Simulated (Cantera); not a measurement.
An adiabatic, constant-volume homogeneous reactor starts with H₂ : O₂ : N₂ = 1 : 0.769 : 2.89 (molar parts), at 1050 K and 1100000 Pa. Integrator tolerance rtol = 1e-08.

Model: GRI-Mech 3.0 (53 species, 325 reactions), integrated in Cantera. The hydrogen kinetics of GRI-Mech 3.0 are dated; newer H2 mechanisms differ, most at raised pressure.

### Question
What does this change do: H2 1 to 0.77 parts?

### Answer
```
quantity                                                            before                                      after
---------------------------------  ---------------------------------------  -----------------------------------------
time of steepest temperature rise                                  3.05 ms                                    3.47 ms
temperature at 0.200 s                                              2767 K                                     2507 K
equilibrium temperature                                             2767 K                                     2507 K
x(H₂) at 0.200 s                   0.00372 (gas-phase equilibrium 0.00372)  0.000799 (gas-phase equilibrium 0.000799)
x(O₂) at 0.200 s                     0.0533 (gas-phase equilibrium 0.0533)      0.0857 (gas-phase equilibrium 0.0857)
x(NO₂) at 0.200 s                  2.93e-5 (gas-phase equilibrium 2.93e-5)    3.90e-5 (gas-phase equilibrium 3.90e-5)
x(H₂O) at 0.200 s                      0.227 (gas-phase equilibrium 0.227)        0.185 (gas-phase equilibrium 0.185)
x(O) at 0.200 s                    0.00217 (gas-phase equilibrium 0.00217)  0.000900 (gas-phase equilibrium 0.000900)
```

### Question
What does this change do: initial temperature 1050 to 1725 K?

### Answer
| quantity | before | after |
|---|---|---|
| time of steepest temperature rise | 3.05 ms | 0.676 µs |
| temperature at 0.200 s | 2767 K | 3090 K |
| equilibrium temperature | 2767 K | 3090 K |
| x(H₂) at 0.200 s | 0.00372 (gas-phase equilibrium 0.00372) | 0.0133 (gas-phase equilibrium 0.0133) |
| x(O₂) at 0.200 s | 0.0533 (gas-phase equilibrium 0.0533) | 0.0479 (gas-phase equilibrium 0.0479) |
| x(NO₂) at 0.200 s | 2.93e-5 (gas-phase equilibrium 2.93e-5) | 2.57e-5 (gas-phase equilibrium 2.57e-5) |
| x(H₂O) at 0.200 s | 0.227 (gas-phase equilibrium 0.227) | 0.204 (gas-phase equilibrium 0.204) |
| x(O) at 0.200 s | 0.00217 (gas-phase equilibrium 0.00217) | 0.00792 (gas-phase equilibrium 0.00792) |
Above 3000 K some thermodynamic fits are extrapolated.
